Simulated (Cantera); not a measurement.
Input: 1 mol BCl₃, 16 mol H₂O, equilibrated at 0.133 bar.

These are equilibrium values from Cantera (NASA tables, ideal gas, pure condensed phases), not measurements of a reactor. Candidate condensed phases: B, B₂O₃, B₃O₃H₃, H₂O; 33 gas species. The tables' values for BOCl are old estimates; treat these amounts as uncertain. Gases not in the tables: H₃BO₃. The numbers say what is thermodynamically allowed, not how fast it happens.

x: gas mole fraction; n: condensed amount in mol.

```
T (°C)  x H₂O  x HCl   x HBO₂      x H₂  x Cl  n B₂O₃(l)
------  -----  -----  -------  --------  ----  ---------
1025    0.819  0.171  0.00745   5.59e-5     ?      0.376
1125    0.806  0.169   0.0225  0.000158     ?      0.258
1225    0.779  0.167   0.0527  0.000392     ?          0
1325    0.777  0.166   0.0549  0.000888     ?          0
1425    0.776  0.165   0.0549   0.00183     ?          0
1525    0.773  0.164   0.0547   0.00350     ?          0
1625    0.769  0.163   0.0544   0.00626     ?          0
1725    0.762  0.160   0.0540    0.0105     ?          0
```

What belongs in the gaps?


- 1025, x Cl: 5.66e-5
- 1125, x Cl: 0.000144
- 1225, x Cl: 0.000319
- 1325, x Cl: 0.000642
- 1425, x Cl: 0.00119
- 1525, x Cl: 0.00205
- 1625, x Cl: 0.00332
- 1725, x Cl: 0.00511
